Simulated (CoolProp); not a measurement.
Chloromethane (R40) along the isotherm 103.75 °C: fugacity coefficient from the reference equation and from simpler models built on Tc = 145.5 °C, pc = 6929 kPa, ω = 0.150; each cubic takes its own stable root.

The numbers come from the reference Helmholtz-energy equation of state, Thol 2014 in CoolProp.

```
p (kPa)  phase  reference
-------  -----  ---------
385        gas     0.9711
770        gas     0.9425
1150       gas     0.9145
1540       gas     0.8859
1920       gas     0.8582
2310       gas     0.8299
2690       gas     0.8022
3080       gas     0.7737
```

Q: How far does each simpler model (van der Waals, Redlich-Kwong, Soave-Redlich-Kwong, Peng-Robinson) lie from the reference over these 8 states: mean and median of the absolute difference, and the worst?

A: 
- van der Waals: mean 3.9 %, median 3.8 %, worst +7.3 % at 103.75 °C and 3080 kPa
- Redlich-Kwong: mean 1.8 %, median 1.7 %, worst +3.3 % at 103.75 °C and 3080 kPa
- Soave-Redlich-Kwong: mean 1.4 %, median 1.4 %, worst +2.7 % at 103.75 °C and 3080 kPa
- Peng-Robinson: mean 0.4 %, median 0.3 %, worst +0.8 % at 103.75 °C and 3080 kPa
